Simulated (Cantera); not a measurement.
## Carbothermic reduction: TiO2 + CH4 + H2

Input: 1 mol TiO2, 2.6 mol CH4, 0.32 mol H2, held at 1350 K and 180 Torr.

These are equilibrium values from Cantera (NASA tables, ideal gas, pure condensed phases), not measurements of a reactor. Candidate condensed phases: C, C6H6, C7H8, C8H18, H2O, Ti, TiC, TiO, TiO2, Ti2O3, Ti3O5, Ti4O7; 113 gas species. Mutual solubility and eutectic melting of coexisting phases are not modelled. TiC: taken at fixed stoichiometry. The numbers say what is thermodynamically allowed, not how fast it happens.

```yaml
x(H2): 0.892
x(CO): 0.107
x(CH4): 0.00110
x(H2O): 0.000131
x(CO2): 8.04e-6
x(H): 4.59e-6
x(C2H2 (acetylene)): 1.10e-6
n(C(graphite)): 1.73 mol
n(TiC(s)): 0.198 mol
n(Ti3O5(s)): 0.267 mol
gas_amount: 6.175 mol
log10 activity of Ti2O3(s) (absent): -0.03
log10 activity of Ti4O7(s) (absent): -0.28
log10 activity of Ti(β) (absent): -6.50
```
